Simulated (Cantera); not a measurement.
An isothermal, constant-pressure homogeneous reactor starts with 98.7 % N₂O, 1.28 % H₂O, at 1550 K and 0.00600 bar.

Cantera simulation using GRI-Mech 3.0 (53 species, 325 reactions); the numbers are that mechanism's predictions, not measurements. GRI-Mech 3.0 was tuned for natural gas; its chemistry of N2O as a main component is partial and can be far from experiment. Radical loss at walls, strong at low pressure, is not modelled. The temperature is held fixed by assumption; the heat of reaction is taken as removed at once.

x: mole fraction; the columns are a selection and need not sum to one.

```csv
t (s),x N₂O,x H₂O,x NO,x O₂,x H₂O₂
0.000200,0.987,0.0128,7.85e-6,1.04e-5,1.08e-12
0.000428,0.987,0.0128,3.01e-5,3.99e-5,1.84e-11
0.000918,0.986,0.0128,9.94e-5,0.000132,2.57e-10
0.00197,0.985,0.0128,0.000273,0.000364,___
0.00421,0.983,0.0128,0.000653,0.000875,___
0.00902,0.979,0.0127,0.00145,0.00198,7.68e-8
0.0193,0.969,0.0127,0.00310,0.00438,8.17e-8
0.0414,0.948,0.0126,0.00651,0.00945,___
0.0887,0.906,0.0124,0.0135,0.0199,___
0.190,0.824,0.0120,0.0270,0.0404,___
0.407,0.679,0.0114,0.0510,0.0770,___
0.872,0.462,0.0105,0.0866,0.132,___
1.87,0.219,0.00944,0.126,0.194,5.80e-10
4.00,0.0519,0.00872,0.151,0.237,2.07e-10
```

Complete the blanks.


- 0.00197, x H₂O₂: 2.68e-9
- 0.00421, x H₂O₂: 2.06e-8
- 0.0414, x H₂O₂: 5.11e-8
- 0.0887, x H₂O₂: 2.75e-8
- 0.190, x H₂O₂: 1.28e-8
- 0.407, x H₂O₂: 5.09e-9
- 0.872, x H₂O₂: 1.80e-9
